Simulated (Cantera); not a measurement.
Input (Python, Cantera):

```python
import numpy as np
import cantera as ct

gas = ct.Solution("gri30.yaml")
gas.TPX = 350, 1000000, {'CO': 1, 'H2': 1.1, 'CH4': 0.73, 'O2': 2.51, 'N2': 9.44}
flame = ct.FreeFlame(gas, width=0.008)
flame.set_refine_criteria(ratio=3, slope=0.08, curve=0.16)
flame.transport_model = "mixture-averaged"
flame.solve(loglevel=0, auto=True)
flame.transport_model = "multicomponent"
flame.soret_enabled = True
flame.solve(loglevel=0, refine_grid=True)
z, T = flame.grid, flame.T
thick = (T[-1] - T[0]) / np.gradient(T, z).max()
show = ['CO', 'H2', 'CH4', 'NO', 'O2', 'CO2']
print(f"laminar burning velocity  {flame.velocity[0] * 100:.3f} cm/s")
print(f"burnt temperature         {T[-1]:.1f} K")
print(f"thermal thickness         {thick * 1e3:.4f} mm")
print(f"grid points               {len(z)}")
z0 = z[flame.heat_release_rate.argmax()]
print(f"{'z/mm':>9s}{'T/K':>9s}{'u/(m/s)':>9s}" + "".join(f"{s:>11s}" for s in show))
rows = []
for k in (-3, -2, -1.5, -1, -0.5, -0.25, 0, 0.25, 0.5, 1, 2, 4, 8):
    zz = z0 + k * thick
    rows.append([k * thick, np.interp(zz, z, T), np.interp(zz, z, flame.velocity),
                 *(np.interp(zz, z, flame.X[gas.species_index(s)]) for s in show)])
    print(f"{rows[-1][0] * 1e3:9.3f}{rows[-1][1]:9.1f}{rows[-1][2]:9.3f}" + "".join(f"{x:11.3e}" for x in rows[-1][3:]))
```

It prints:

```
laminar burning velocity  38.512 cm/s
burnt temperature         2379.5 K
thermal thickness         0.0560 mm
grid points               144
     z/mm      T/K  u/(m/s)         CO         H2        CH4         NO         O2        CO2
   -0.168    350.1    0.385  6.777e-02  7.284e-02  4.947e-02  1.076e-11  1.701e-01  5.568e-08
   -0.112    351.1    0.384  6.810e-02  6.835e-02  4.964e-02  2.604e-10  1.710e-01  2.195e-06
   -0.084    357.6    0.388  6.860e-02  6.135e-02  4.962e-02  2.530e-09  1.721e-01  3.200e-05
   -0.056    421.3    0.452  6.942e-02  4.704e-02  4.756e-02  4.348e-08  1.719e-01  6.964e-04
   -0.028    861.6    0.916  6.885e-02  3.015e-02  3.422e-02  1.646e-06  1.432e-01  1.066e-02
   -0.014   1326.8    1.410  6.721e-02  2.264e-02  1.914e-02  6.179e-06  1.037e-01  2.675e-02
    0.000   1776.3    1.883  6.096e-02  1.493e-02  4.203e-03  1.250e-05  5.844e-02  5.073e-02
    0.014   1999.2    2.104  4.586e-02  9.176e-03  2.177e-04  2.003e-05  3.241e-02  7.378e-02
    0.028   2103.5    2.199  3.379e-02  7.234e-03  6.112e-06  2.616e-05  2.289e-02  8.796e-02
    0.056   2209.1    2.294  2.329e-02  5.877e-03  1.339e-08  3.484e-05  1.627e-02  9.987e-02
    0.112   2293.2    2.370  1.643e-02  4.330e-03  7.872e-13  4.664e-05  1.172e-02  1.075e-01
    0.224   2344.8    2.416  1.201e-02  3.131e-03 -1.860e-15  6.254e-05  8.848e-03  1.124e-01
    0.448   2370.8    2.438  9.527e-03  2.490e-03  3.164e-16  8.644e-05  7.306e-03  1.152e-01
```

Detailed kinetics in Cantera: GRI-Mech 3.0 (53 species, 325 reactions). Burning velocities carry a grid error of a few per cent, more on coarse grids.
